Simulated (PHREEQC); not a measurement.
A made-up water analysis in mg/L, 25 °C, pH 6.69, pe 12.2: Na 0.145; K 0.0502; Ca 0.0609; Mg 0.0221; Cl 0.333; S(6) as SO4 0.0983; Alkalinity as HCO3 0.0515; N(5) as NO3 0.00313; Pb 0.00525; Zn 0.000739.

Valence states are taken as typed.

The numbers come from PHREEQC with the ion-association model, wateq4f.dat.

```tsv
quantity	before	after
ionic strength (mol/kgw)	1.61e-5	1.80e-5
HCO3- (mol/kgw)	9.97e-7	2.89e-6
CO2 (mol/kgw)	4.56e-7	1.32e-5
Pb+2 (mol/kgw)	2.30e-8	2.50e-8
PbOH+ (mol/kgw)	2.17e-9	2.35e-10
CaSO4 (mol/kgw)	2.99e-10	2.98e-10
SI of Pb(OH)2 (Pb(OH)2)	-2.42	-4.38
SI of Cerrusite (PbCO3)	-4.16	-4.66
```

Question: What was changed between the two runs?
A. pH from 6.69 to 5.69 at the same alkalinity
B. Cl from 0.333 to 0.167 mg/L
C. all concentrations times 4 at the same typed pH
D. pH from 6.69 to 7.69 at the same alkalinity

Answer: A, pH from 6.69 to 5.69 at the same alkalinity

This is a speciation only: nothing precipitates in the calculation.
